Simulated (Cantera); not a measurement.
Premixed flame

A freely propagating, adiabatic, planar premixed flame of 26.1 % H2, 15.5 % O2, 58.4 % N2, equivalence ratio 0.84, unburnt at 498 K and 1.00 atm; mixture-averaged transport, grid criteria slope 0.08 and curve 0.16, no radiation.

Cantera simulation using the H2/O2 subset of GRI-Mech 3.0, which has no nitrogen chemistry; the numbers are that mechanism's predictions, not measurements. Burning velocities carry a grid error of a few per cent, more on coarse grids.

```json
[
 {"z (mm)": "-1.25", "T (K)": "498", "u (m/s)": "4.49", "x H2": "0.261", "x O2": "0.155", "x HO2": "<1e-8", "x H2O": "<1e-8", "x H": "<1e-8", "x O": "<1e-8"},
 {"z (mm)": "-0.831", "T (K)": "498", "u (m/s)": "4.49", "x H2": "0.261", "x O2": "0.155", "x HO2": "<1e-8", "x H2O": "<1e-8", "x H": "<1e-8", "x O": "<1e-8"},
 {"z (mm)": "-0.624", "T (K)": "498", "u (m/s)": "4.49", "x H2": "0.261", "x O2": "0.155", "x HO2": "<1e-8", "x H2O": "<1e-8", "x H": "<1e-8", "x O": "<1e-8"},
 {"z (mm)": "-0.416", "T (K)": "498", "u (m/s)": "4.49", "x H2": "0.261", "x O2": "0.155", "x HO2": "2.95e-7", "x H2O": "5.68e-7", "x H": "<1e-8", "x O": "<1e-8"},
 {"z (mm)": "-0.208", "T (K)": "514", "u (m/s)": "4.59", "x H2": "0.254", "x O2": "0.156", "x HO2": "0.000190", "x H2O": "0.000575", "x H": "3.18e-5", "x O": "3.74e-6"},
 {"z (mm)": "-0.104", "T (K)": "751", "u (m/s)": "6.51", "x H2": "0.215", "x O2": "0.152", "x HO2": "0.000257", "x H2O": "0.0213", "x H": "0.00365", "x O": "0.000253"},
 {"z (mm)": "0", "T (K)": "1198", "u (m/s)": "10.0", "x H2": "0.124", "x O2": "0.116", "x HO2": "0.000105", "x H2O": "0.103", "x H": "0.0245", "x O": "0.00466"},
 {"z (mm)": "0.104", "T (K)": "1511", "u (m/s)": "12.5", "x H2": "0.0511", "x O2": "0.0645", "x HO2": "4.98e-5", "x H2O": "0.192", "x H": "0.0389", "x O": "0.0113"},
 {"z (mm)": "0.208", "T (K)": "1668", "u (m/s)": "13.7", "x H2": "0.0330", "x O2": "0.0477", "x HO2": "3.16e-5", "x H2O": "0.220", "x H": "0.0358", "x O": "0.0127"},
 {"z (mm)": "0.416", "T (K)": "1830", "u (m/s)": "14.9", "x H2": "0.0281", "x O2": "0.0415", "x HO2": "2.16e-5", "x H2O": "0.234", "x H": "0.0260", "x O": "0.0111"},
 {"z (mm)": "0.831", "T (K)": "1988", "u (m/s)": "16.1", "x H2": "0.0239", "x O2": "0.0376", "x HO2": "1.43e-5", "x H2O": "0.246", "x H": "0.0163", "x O": "0.00832"},
 {"z (mm)": "1.66", "T (K)": "2125", "u (m/s)": "17.0", "x H2": "0.0182", "x O2": "0.0343", "x HO2": "8.97e-6", "x H2O": "0.260", "x H": "0.00890", "x O": "0.00554"},
 {"z (mm)": "3.33", "T (K)": "2234", "u (m/s)": "17.7", "x H2": "0.0121", "x O2": "0.0317", "x HO2": "5.63e-6", "x H2O": "0.272", "x H": "0.00417", "x O": "0.00330"}
]
```
x: mole fraction of selected species; z is measured from the peak of heat release.

laminar burning velocity: 449 cm/s
thermal thickness: 0.416 mm
peak x(HO2): 0.000379
peak x(H): 0.0391
peak x(O): 0.0128
grid points: 116
